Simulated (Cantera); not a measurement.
Feed: 1 mol SiCl4, 2.7 mol Cl2, 11 mol H2, equilibrated at 19.0 bar.

Method: chemical equilibrium by Gibbs-energy minimisation in Cantera with the NASA 1993 tables (ideal gas, pure condensed phases). Candidate condensed phases: Si; 19 gas species. The tables' values for SiCl3 are old estimates; treat these amounts as uncertain. The numbers say what is thermodynamically allowed, not how fast it happens. All values below are at 950 °C.

Base state: H2 0.561, HCl 0.371, SiCl4 0.0648, SiHCl3 0.00303, SiCl3 0.000167, SiH2Cl2 1.89e-5 (mole fractions); condensed: gas only.

**Question.** What changes in the equilibrium state with this change: Cl2 from 2.7 to 1.6 mol?

**Answer.** 
```
species   before    after
-------  -------  -------
H2         0.561    0.685
HCl        0.371    0.242
SiCl4     0.0648   0.0673
SiHCl3   0.00303  0.00589
SiH2Cl2  1.89e-5  6.87e-5
SiCl2    3.43e-6  1.02e-5
```
